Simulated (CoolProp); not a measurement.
Properties of p-xylene along the isobar 1.01 bar.

Values from CoolProp's reference Helmholtz-energy equation of state, Zhou 2012.

```csv
T (K),phase,density (kg/m³),Joule-Thomson coefficient (K/MPa),isothermal compressibility (1/MPa),expansivity (1/kK),viscosity (µPa s),conductivity (mW/(m K))
300.4,liquid,854.8,?,0.0009028,1.015,590,126
324.8,liquid,833.5,-0.4367,0.001071,1.056,451,120
349.3,liquid,811.7,-0.3993,?,1.110,357,114
373.7,liquid,789.4,-0.3588,0.001570,1.179,292,108
398.1,liquid,766.2,?,0.001948,1.267,243,?
422.5,gas,?,32.95,10.36,2.789,8.96,21.5
446.9,gas,2.986,25.81,10.26,2.543,9.49,24.1
471.3,gas,2.814,?,10.19,2.348,10.0,26.8
```

Question: Complete the blanks.

Answer: 
- 300.4, Joule-Thomson coefficient (K/MPa): -0.4717
- 349.3, isothermal compressibility (1/MPa): 0.001288
- 398.1, Joule-Thomson coefficient (K/MPa): -0.3135
- 398.1, conductivity (mW/(m K)): 103
- 422.5, density (kg/m³): 3.187
- 471.3, Joule-Thomson coefficient (K/MPa): 20.54

Viscosity comes from a separate model (Balogun 2015). Thermal conductivity comes from a separate model (Mylona 2014).
